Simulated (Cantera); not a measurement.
Charge: 1 mol Cu, 0.79 mol NH₃, 11 mol H₂, equilibrated at 173 Torr.

These are equilibrium values from Cantera (NASA tables, ideal gas, pure condensed phases), not measurements of a reactor. Candidate condensed phases: Cu; 11 gas species. The numbers say what is thermodynamically allowed, not how fast it happens.

log p: log10 of the partial pressure in bar; n: condensed amount in mol.

```tsv
T (K)	log p H₂	log p N₂	log p Cu	log p H	log p NH₃	n Cu(s)	n Cu(l)
1225	-0.65	-2.14	-7.62	…	-5.82	1.000	0
1300	-0.65	-2.14	-6.80	…	-5.96	1.000	0
1375	-0.65	-2.14	-6.08	…	-6.08	0	1.000
1450	-0.65	-2.14	-5.46	…	-6.19	0	1.000
1525	-0.65	-2.14	-4.91	…	-6.29	0	0.999
1600	-0.65	-2.14	-4.40	…	-6.38	0	0.998
1675	-0.65	-2.14	-3.94	…	-6.46	0	0.994
```

Question: Some entries are withheld; supply them.

Answer: 
- 1225, log p H: -6.83
- 1300, log p H: -6.28
- 1375, log p H: -5.79
- 1450, log p H: -5.35
- 1525, log p H: -4.95
- 1600, log p H: -4.59
- 1675, log p H: -4.26
